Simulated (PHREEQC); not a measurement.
A solution holds 0.11 mol/kgw HF, 0.43 mol/kgw Na2HPO4 and 0.00087 mol/kgw KCl, at 83 °C. Closed to the air; pH follows from the charge balance.

Computed with PHREEQC (ion-association model, phreeqc.dat).

Each row changes one thing in this solution. Precipitation was switched off in this run.

```csv
case,pH,ionic strength (mol/kgw),HPO4-2 (mol/kgw),H2PO4- (mol/kgw),F- (mol/kgw),HF (mol/kgw)
as made,6.80,1.05,0.259,0.110,0.0970,3.07e-5
KCl left out,6.80,1.04,0.259,0.110,0.0969,3.07e-5
0.005 mol/kgw NaOH added,6.83,1.05,0.263,0.105,0.0969,2.88e-5
HF from 0.11 to 0.022 mol/kgw,7.59,1.11,[?],0.0224,0.0195,9.74e-7
KCl replaced by KBr at the same molality,6.80,1.05,0.259,0.110,0.0970,3.07e-5
Na2HPO4 from 0.43 to 0.387 mol/kgw,6.76,0.941,0.227,0.110,0.0977,3.55e-5
Na2HPO4 replaced by KH2PO4 at the same molality,3.18,0.432,[?],0.388,[?],0.0595
KCl from 0.00087 to 0.000435 mol/kgw,6.80,1.05,0.259,0.110,0.0970,3.07e-5
```

Fill in the missing entries.


- HF from 0.11 to 0.022 mol/kgw, HPO4-2 (mol/kgw): 0.331
- Na2HPO4 replaced by KH2PO4 at the same molality, HPO4-2 (mol/kgw): 0.000166
- Na2HPO4 replaced by KH2PO4 at the same molality, F- (mol/kgw): 0.0339

The ionic strength passes 0.7 mol/kgw, the rough limit of the ion-association models, in as made; KCl left out; 0.005 mol/kgw NaOH added; HF from 0.11 to 0.022 mol/kgw; KCl replaced by KBr at the same molality; Na2HPO4 from 0.43 to 0.387 mol/kgw; KCl from 0.00087 to 0.000435 mol/kgw. Complexes and solids missing from the database can't appear. Away from 25 °C the constants follow the database's enthalpies or fits; those with neither stay at their 25 °C values.
